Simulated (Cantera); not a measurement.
Boron, boron nitride and boron oxide: BCl3 + H2

A closed system holds: 1 mol BCl3, 17 mol H2, equilibrated at 28.0 Pa.

These are equilibrium values from Cantera (NASA tables, ideal gas, pure condensed phases), not measurements of a reactor. Candidate condensed phases: B; 13 gas species. The tables' values for BCl, BCl2, BH2 are old estimates; treat these amounts as uncertain. Gases not in the tables: BHCl2. Kinetics and transport are ignored.

```csv
T (°C),log p H2,log p HCl,log p BCl,log p H,n B(s)
1177,-3.63,-4.35,-6.45,-6.84,0.966
1202,-3.63,-4.35,-6.31,-6.70,0.958
1227,-3.63,-4.35,-6.17,-6.57,0.947
1252,-3.63,-4.36,-6.04,-6.44,0.932
1277,-3.63,-4.36,-5.92,-6.32,0.912
1302,-3.63,-4.36,-5.80,-6.20,0.887
1327,-3.63,-4.37,-5.69,-6.08,0.856
1352,-3.63,-4.38,-5.58,-5.97,0.817
1377,-3.63,-4.38,-5.48,-5.86,0.769
```
log p: log10 of the partial pressure in bar; n: condensed amount in mol.

From 1177 °C to 1377 °C the condensed part is B(s). The share of B in condensed phases is highest at 1177 °C (96.6 %) and lowest at 1377 °C (76.9 %).
